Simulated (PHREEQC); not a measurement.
Spent oxide etchant

Dissolve 39 mmol/kgw HF, 0.61 mmol/kgw H2SiF6, 0.34 mmol/kgw H3BO3 and 49 mmol/kgw HNO3 at 25 °C. Closed to the air; pH follows from the charge balance.

Model: ion-association model, wateq4f.dat, run in PHREEQC.

This is a speciation only: nothing precipitates in the calculation.

Question: Predict the pH, ionic strength.

Answer: pH 1.36; ionic strength 0.0519 mol/kgw.

Question: In which forms is B present?

Answer: BF4- 99 %, BF3OH- 1.1 % of the B.

Complexes and solids missing from the database can't appear. wateq4f.dat counts part of the HF as a dimer, H2F2, which phreeqc.dat doesn't know; its constant is uncertain. SiF6-2 is the database's only silicon fluoride. Real BF4- forms and hydrolyses slowly; the run takes it at equilibrium.
